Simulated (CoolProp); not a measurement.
Saturation properties of nitrogen.

Values from CoolProp's reference Helmholtz-energy equation of state, Span 2000.

| T (°C) | p (MPa) | vapour density (kg/m³) | enthalpy of vaporisation (kJ/kg) | vapour viscosity (µPa s) |
|---|---|---|---|---|
| -188.15 | 0.2289 | 9.824 | [?] | 6.06 |
| -184.05 | 0.3335 | 14.00 | 182.0 | 6.40 |
| -180.05 | 0.4658 | 19.28 | 175.0 | 6.76 |
| -175.95 | 0.6375 | 26.19 | 167.0 | [?] |
| -171.85 | 0.8507 | 34.98 | 158.0 | 7.57 |
| -167.75 | 1.111 | 46.18 | 147.8 | 8.03 |
| -163.75 | 1.415 | 60.16 | [?] | 8.54 |
| -159.65 | 1.786 | 78.90 | 122.2 | [?] |
| -155.55 | 2.221 | 104.6 | 104.8 | 9.98 |
| -151.45 | 2.732 | [?] | [?] | 11.2 |

Some entries are withheld; supply them.


- -188.15, enthalpy of vaporisation (kJ/kg): 188.5
- -175.95, vapour viscosity (µPa s): 7.15
- -163.75, enthalpy of vaporisation (kJ/kg): 136.2
- -159.65, vapour viscosity (µPa s): 9.17
- -151.45, vapour density (kg/m³): 143.8
- -151.45, enthalpy of vaporisation (kJ/kg): 81.10

It boils at -195.8 °C under 1 atm.

Viscosity comes from a separate model (Lemmon 2004).
